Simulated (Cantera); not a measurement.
An isothermal plug-flow reactor at 850 K and 0.210 bar (inlet), inlet velocity 0.37 m/s, active area per volume 1100 1/m; feed CH₄ : O₂ : N₂ : H₂O = 0.0032 : 0.16 : 0.79 : 0.019 (molar parts).

Model: Deutschmann's 1995 Pt surface mechanism with GRI-Mech 3.0 gas chemistry, integrated in Cantera. Catalytic surfaces can have several steady states; this one follows from the mechanism file's or the stated starting coverage. Mass transfer to the wall is taken as infinitely fast.

Q: What does this change do: O2 0.16 to 0.065 parts?

A: 
| quantity | before | after |
|---|---|---|
| x(CH₄) at z = 0.025 m | 0.00138 | 0.000741 |
| x(O₂) at z = 0.025 m | 0.161 | 0.0683 |
| x(H₂O) at z = 0.025 m | 0.0234 | 0.0275 |
| x(CO₂) at z = 0.025 m | 0.00191 | 0.00290 |
| x(CO) at z = 0.025 m | 3.20e-7 | 1.93e-7 |
| θ(free Pt) at the exit | 0.0946 | 0.124 |
| θ(O*) at the exit | 0.904 | 0.874 |
| θ(OH*) at the exit | 0.00170 | 0.00207 |

Q: What does this change do: area per volume 1100 to 370 1/m?

A: 
```csv
quantity,before,after
x(CH₄) at z = 0.025 m,0.00138,0.00246
x(O₂) at z = 0.025 m,0.161,0.163
x(H₂O) at z = 0.025 m,0.0234,0.0212
x(CO₂) at z = 0.025 m,0.00191,0.000828
x(CO) at z = 0.025 m,3.20e-7,5.69e-7
θ(free Pt) at the exit,0.0946,0.0942
θ(O*) at the exit,0.904,0.904
θ(OH*) at the exit,0.00170,0.00162
```
